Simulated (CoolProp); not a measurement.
Vapour pressure (MPa) of R13: the reference equation beside estimates from Tc = 303.0 K, pc = 3.973 MPa, ω = 0.175.

Computed with CoolProp (reference Helmholtz-energy equation of state, Platzer 1990). This equation is an older, rougher fit; its heat capacities, sound speeds and derivatives of the liquid may be far off and weren't checked against measurements.

```tsv
T (K)	reference	van der Waals	Peng-Robinson
224.4	0.4390	1.055	0.4340
231.4	0.5670	1.223	0.5611
238.4	0.7207	1.409	0.7143
245.5	0.9059	1.614	0.8995
252.5	1.121	1.833	1.115
259.6	1.374	2.074	1.370
266.6	1.663	2.330	1.662
273.7	1.999	2.609	2.002
280.7	2.377	2.903	2.384
287.7	2.807	3.217	2.819
```

Absolute difference from the reference over all 10 rows, mean and median: van der Waals 65.2 and 57.2 %, Peng-Robinson 0.6 and 0.5 %.
